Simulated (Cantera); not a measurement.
An isothermal, constant-pressure homogeneous reactor starts with H2 : O2 : N2 = 0.37 : 1 : 4.3 (molar parts), at 1275 K and 9.00 Torr.

Model: GRI-Mech 3.0 (53 species, 325 reactions), integrated in Cantera. Radical loss at walls, strong at low pressure, is not modelled. The temperature is held fixed by assumption; the heat of reaction is taken as removed at once.

One state of this run: x H2 = 1.65e-6; x O2 = 0.149; x H = 1.60e-7; x NO = 5.43e-6; x OH = 7.67e-5; x N2O = 1.80e-8. x: mole fraction; the columns are a selection and need not sum to one.

### Question
Which value of t (s) does it belong to?
(A) 0.000214
(B) 9.17
(C) 0.0245
(D) 6.54e-5

### Answer
B, 9.17
